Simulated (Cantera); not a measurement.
Input (Python, Cantera) and output of one run.

```python
import numpy as np
import cantera as ct

gas_names = """
    C CN CO CO2 C2 CCN CNC C2N2 C2O C3 C3O2 C4 C4N2 C5 N NCO NO NO2 NO3 N2 N2O O O2 O3 Si SiC SiC2 SiN
    SiO SiO2 Si2 Si2C Si2N Si3
""".split()
cond_names = """
    C(gr) Si(cr) Si(L) SiC(b) SiO2(Lqz) SiO2(hqz) SiO2(L) Si2N2O(s) Si3N4(a)
""".split()


def load(file, names, dense=False):
    # The tables refer to 1 bar. Condensed volumes are neglected.
    table = {s.name: s for s in ct.Species.list_from_file(file)}
    out = []
    for n in names:
        d = dict(table[n].input_data)
        d["thermo"] = dict(d["thermo"], **{"reference-pressure": 1e5})
        if dense:
            d["equation-of-state"] = {"model": "constant-volume", "density": "1e6 g/cm^3"}
        out.append(ct.Species.from_dict(d))
    return out


gas = ct.Solution(thermo="ideal-gas", species=load("nasa_gas.yaml", gas_names))
cond = {s.name: ct.Solution(thermo="fixed-stoichiometry", species=[s], name=s.name)
        for s in load("nasa_condensed.yaml", cond_names, dense=True)}
atoms = {
    'Si': {'Si': 1},
    'CO2': {'C': 1, 'O': 2},
    'N2': {'N': 2},
}
top_T = {'C(gr)': 4500, 'SiC(b)': 3050, 'Si2N2O(s)': 2100, 'Si3N4(a)': 2400}  # K; cautious upper limits of use, not melting points


def equilibrate(T, P, feed):
    n = {}
    for name, mol in feed.items():
        for a, k in atoms[name].items():
            n[a] = n.get(a, 0.0) + k * mol
    gas.TPX = T, P, n
    mass = sum(n.values()) * gas.mean_molecular_weight
    gas.equilibrate("TP")
    valid = [c for c in cond.values() if c.min_temp <= T <= top_T.get(c.name, c.max_temp)]
    mix = ct.Mixture([(gas, mass / gas.mean_molecular_weight)] + [(c, 0.0) for c in valid])
    mix.T, mix.P = T, P
    mix.equilibrate("TP", solver="vcs", rtol=1e-11, max_steps=5000)
    return mix


results = []
feed = {'Si': 1, 'CO2': 1.4, 'N2': 790}  # mol
P = 370000  # Pa
for T in [1098, 1148, 1198, 1248, 1298, 1348, 1398, 1448]:
    mix = equilibrate(T, P, feed)
    results.append((T, P, feed, dict(zip(mix.species_names, mix.species_moles))))
    x = sorted(zip(gas.X, gas.species_names), reverse=True)
    print(f"T = {T:g} K  P = {P:g} Pa  gas = {mix.phase_moles(0):.4g} mol")
    print("   x: " + "  ".join(f"{s} {v:.3e}" for v, s in x if v > 0.0001))
    print("   condensed (mol): " + ("  ".join(f"{mix.phase(i).name} {mix.phase_moles(i):.4g}"
          for i in range(1, mix.n_phases) if mix.phase_moles(i) > 1e-12) or "none"))
```

Output:

```
T = 1098 K  P = 370000 Pa  gas = 790.8 mol
   x: N2 9.989e-01  CO 1.065e-03
   condensed (mol): C(gr) 0.5578  SiO2(hqz) 0.9717  Si2N2O(s) 0.01417
T = 1148 K  P = 370000 Pa  gas = 791.2 mol
   x: N2 9.982e-01  CO 1.769e-03
   condensed (mol): SiO2(hqz) 0.5997  Si2N2O(s) 0.2002
T = 1198 K  P = 370000 Pa  gas = 791.2 mol
   x: N2 9.982e-01  CO 1.769e-03
   condensed (mol): SiO2(hqz) 0.5996  Si2N2O(s) 0.2002
T = 1248 K  P = 370000 Pa  gas = 791.2 mol
   x: N2 9.982e-01  CO 1.769e-03
   condensed (mol): SiO2(hqz) 0.5996  Si2N2O(s) 0.2002
T = 1298 K  P = 370000 Pa  gas = 791.2 mol
   x: N2 9.982e-01  CO 1.769e-03
   condensed (mol): SiO2(hqz) 0.5996  Si2N2O(s) 0.2002
T = 1348 K  P = 370000 Pa  gas = 791.2 mol
   x: N2 9.982e-01  CO 1.769e-03
   condensed (mol): SiO2(hqz) 0.5996  Si2N2O(s) 0.2002
T = 1398 K  P = 370000 Pa  gas = 791.2 mol
   x: N2 9.982e-01  CO 1.769e-03
   condensed (mol): SiO2(hqz) 0.5996  Si2N2O(s) 0.2002
T = 1448 K  P = 370000 Pa  gas = 791.2 mol
   x: N2 9.982e-01  CO 1.769e-03
   condensed (mol): SiO2(hqz) 0.5996  Si2N2O(s) 0.2002
```

Cantera equilibrium calculation (NASA polynomials, part measured and part estimated; ideal gas, pure solids and liquids). N2 is the only nitrogen source here; it is nearly inert below about 1500 K, so the nitride shown seldom forms there in practice. Mutual solubility and eutectic melting of coexisting phases are not modelled. The tables hold silica as quartz up to 1696 K and as liquid above; real silica turns to tridymite and cristobalite and melts near 1996 K.
